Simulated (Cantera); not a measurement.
What does this Cantera script print?

```python
import numpy as np
import cantera as ct

gas_names = """
    H HNO HNO2 HNO3 HO2 H2 H2O H2O2 N NH NH2 NH3 NH2OH NO NO2 NO3 N2 N2H2 N2H4 N2O O OH O2 O3 Zr ZrN ZrO
    ZrO2
""".split()
cond_names = """
    H2O(s) H2O(L) Zr(a) Zr(b) Zr(L) ZrN(s) ZrN(L) ZrO2(a) ZrO2(b) ZrO2(L)
""".split()


def load(file, names, dense=False):
    # The tables refer to 1 bar. Condensed volumes are neglected.
    table = {s.name: s for s in ct.Species.list_from_file(file)}
    out = []
    for n in names:
        d = dict(table[n].input_data)
        d["thermo"] = dict(d["thermo"], **{"reference-pressure": 1e5})
        if dense:
            d["equation-of-state"] = {"model": "constant-volume", "density": "1e6 g/cm^3"}
        out.append(ct.Species.from_dict(d))
    return out


gas = ct.Solution(thermo="ideal-gas", species=load("nasa_gas.yaml", gas_names))
cond = {s.name: ct.Solution(thermo="fixed-stoichiometry", species=[s], name=s.name)
        for s in load("nasa_condensed.yaml", cond_names, dense=True)}
atoms = {
    'Zr': {'Zr': 1},
    'N2O': {'N': 2, 'O': 1},
    'H2': {'H': 2},
}
top_T = {}  # K; cautious upper limits of use, not melting points


def equilibrate(T, P, feed):
    n = {}
    for name, mol in feed.items():
        for a, k in atoms[name].items():
            n[a] = n.get(a, 0.0) + k * mol
    gas.TPX = T, P, n
    mass = sum(n.values()) * gas.mean_molecular_weight
    gas.equilibrate("TP")
    valid = [c for c in cond.values() if c.min_temp <= T <= top_T.get(c.name, c.max_temp)]
    mix = ct.Mixture([(gas, mass / gas.mean_molecular_weight)] + [(c, 0.0) for c in valid])
    mix.T, mix.P = T, P
    mix.equilibrate("TP", solver="vcs", rtol=1e-11, max_steps=5000)
    return mix


results = []
feed = {'Zr': 1, 'N2O': 0.12, 'H2': 8.2}  # mol
T = 2323  # K
P = 14000  # Pa
mix = equilibrate(T, P, feed)
results.append((T, P, feed, dict(zip(mix.species_names, mix.species_moles))))
x = sorted(zip(gas.X, gas.species_names), reverse=True)
print(f"T = {T:g} K  P = {P:g} Pa  gas = {mix.phase_moles(0):.4g} mol")
print("   x: " + "  ".join(f"{s} {v:.3e}" for v, s in x if v > 0.001))
print("   condensed (mol): " + ("  ".join(f"{mix.phase(i).name} {mix.phase_moles(i):.4g}"
      for i in range(1, mix.n_phases) if mix.phase_moles(i) > 1e-12) or "none"))
```

It prints:

```
T = 2323 K  P = 14000 Pa  gas = 8.32 mol
   x: H2 9.712e-01  H 2.868e-02
   condensed (mol): Zr(L) 0.6998  ZrN(s) 0.24  ZrO2(b) 0.05971
```

Equilibrium computed with Cantera from the NASA thermochemical tables; the gas is ideal and each condensed phase is pure. Mutual solubility and eutectic melting of coexisting phases are not modelled. ZrN: taken at fixed stoichiometry. Condensed phases not in the tables: solid solutions among these carbides, nitrides and lower oxides, N, O or C dissolved in the metal.
